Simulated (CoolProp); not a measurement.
Ethanol along the isotherm 215.85 °C: fugacity coefficient from the reference equation and from simpler models built on Tc = 241.6 °C, pc = 6.268 MPa, ω = 0.644; each cubic takes its own stable root.

Computed with CoolProp (reference Helmholtz-energy equation of state, Schroeder 2014).

```tsv
p (MPa)	phase	reference
0.783	gas	0.9525
1.57	gas	0.9047
2.35	gas	0.8570
3.13	gas	0.8084
3.92	gas	0.7568
4.7	liquid	0.6503
5.48	liquid	0.5672
6.27	liquid	0.5042
7.05	liquid	0.4558
7.83	liquid	0.4171
8.62	liquid	0.3851
9.4	liquid	0.3588
```

**Question.** How far does each simpler model (van der Waals, Redlich-Kwong, Soave-Redlich-Kwong, Peng-Robinson) lie from the reference over these 12 states: mean and median of the absolute difference, and the worst?

**Answer.** 
- van der Waals: mean 14.4 %, median 17.4 %, worst +28.5 % at 215.85 °C and 9.4 MPa
- Redlich-Kwong: mean 6.6 %, median 9.3 %, worst +13.5 % at 215.85 °C and 9.4 MPa
- Soave-Redlich-Kwong: mean 1.1 %, median 1.1 %, worst +2.1 % at 215.85 °C and 9.4 MPa
- Peng-Robinson: mean 2.9 %, median 2.9 %, worst -4.1 % at 215.85 °C and 3.92 MPa

At some of these states van der Waals gives the other phase, because its saturation line lies elsewhere.
